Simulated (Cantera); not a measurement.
What does this Cantera script print?

```python
import numpy as np
import cantera as ct

gas = ct.Solution("gri30.yaml")
gas.TPX = 1148, 500000, {'CO': 1, 'H2': 0.34, 'CH4': 0.086, 'O2': 0.561, 'N2': 5.2}
reactor = ct.IdealGasConstPressureReactor(gas, energy="on", clone=False)
net = ct.ReactorNet([reactor])
net.rtol, net.atol = 1e-08, 1e-16
show = ['CO', 'H2', 'CH4', 'CO2', 'O2', 'C2H2', 'C2H4']
times = np.geomspace(1e-06, 4, 15)

steps = ct.SolutionArray(gas, extra=["t"])
rows = []
print(f"{'t/s':>10s}{'T/K':>9s}{'P/Pa':>11s}" + "".join(f"{s:>11s}" for s in show))
for t in times:
    while net.time < t:
        t_next = net.step()
        steps.append(gas.state, t=t_next)
    rows.append([np.interp(t, steps.t, y) for y in (steps.T, steps.P, *steps(*show).X.T)])
    print(f"{t:10.3e}{rows[-1][0]:9.1f}{rows[-1][1]:11.4g}" + "".join(f"{x:11.3e}" for x in rows[-1][2:]))
rate = np.gradient(steps.T, steps.t)
print("integrator steps:", len(steps.t))
if steps.T.max() > steps.T[0] + 200:
    print(f"time of steepest temperature rise: {steps.t[rate.argmax()]:.4e} s")
gas.TPX = 1148, 500000, {'CO': 1, 'H2': 0.34, 'CH4': 0.086, 'O2': 0.561, 'N2': 5.2}
gas.equilibrate("HP")
print(f"equilibrium (HP): T = {gas.T:.1f} K  " + "  ".join(f"{s} {gas[s].X[0]:.3e}" for s in show))
```

Result:

```
       t/s      T/K       P/Pa         CO         H2        CH4        CO2         O2       C2H2       C2H4
 1.000e-06   1148.0      5e+05  1.391e-01  4.731e-02  1.197e-02  1.319e-09  7.806e-02  6.537e-23  4.858e-20
 2.962e-06   1148.0      5e+05  1.391e-01  4.731e-02  1.197e-02  4.974e-09  7.806e-02  1.298e-21  1.587e-17
 8.773e-06   1148.0      5e+05  1.391e-01  4.731e-02  1.197e-02  2.318e-08  7.806e-02  2.293e-20  3.126e-15
 2.599e-05   1148.0      5e+05  1.391e-01  4.731e-02  1.197e-02  1.829e-07  7.806e-02  4.476e-19  4.357e-13
 7.697e-05   1148.1      5e+05  1.391e-01  4.729e-02  1.196e-02  8.235e-06  7.804e-02  4.141e-15  7.803e-10
 2.280e-04   1285.7      5e+05  1.378e-01  3.972e-02  8.327e-03  4.754e-03  6.735e-02  5.221e-07  6.130e-05
 6.752e-04   2215.6      5e+05  7.269e-02  1.013e-02  1.380e-13  8.695e-02  6.900e-05  1.244e-16  1.422e-20
 2.000e-03   2220.6      5e+05  7.261e-02  1.012e-02  3.394e-13  8.709e-02  1.460e-05  2.386e-16  2.672e-20
 5.924e-03   2220.6      5e+05  7.261e-02  1.013e-02  3.499e-13  8.709e-02  1.398e-05  2.443e-16  2.736e-20
 1.755e-02   2220.6      5e+05  7.262e-02  1.013e-02  3.503e-13  8.708e-02  1.396e-05  2.447e-16  2.741e-20
 5.197e-02   2220.4      5e+05  7.263e-02  1.013e-02  3.513e-13  8.707e-02  1.393e-05  2.454e-16  2.752e-20
 1.539e-01   2220.3      5e+05  7.264e-02  1.013e-02  3.521e-13  8.706e-02  1.391e-05  2.460e-16  2.761e-20
 4.559e-01   2220.3      5e+05  7.264e-02  1.013e-02  3.522e-13  8.706e-02  1.390e-05  2.461e-16  2.762e-20
 1.350e+00   2220.3      5e+05  7.264e-02  1.013e-02  3.522e-13  8.706e-02  1.390e-05  2.461e-16  2.762e-20
 4.000e+00   2220.3      5e+05  7.264e-02  1.013e-02  3.522e-13  8.706e-02  1.390e-05  2.461e-16  2.762e-20
integrator steps: 1931
time of steepest temperature rise: 2.5669e-04 s
equilibrium (HP): T = 2220.3 K  CO 7.264e-02  H2 1.013e-02  CH4 3.855e-13  CO2 8.706e-02  O2 1.390e-05  C2H2 2.598e-16  C2H4 2.917e-20
```

Model: GRI-Mech 3.0 (53 species, 325 reactions), integrated in Cantera.
